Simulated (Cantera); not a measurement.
Input: 1 mol Si2Cl6, 1.1 mol HCl, 870 mol H2, at 0.0100 bar.

These are equilibrium values from Cantera (NASA tables, ideal gas, pure condensed phases), not measurements of a reactor. Candidate condensed phases: Si; 19 gas species. The feed counts by its element totals alone. Equilibrium is a limit: real reactors are often held back by kinetics, nucleation or transport.

Task: At 900 °C, list the 3 most abundant gas species with their mole fractions, and the condensed phases.

Result: H2 0.992, HCl 0.00781, SiCl2 0.000140. Condensed: Si(s).
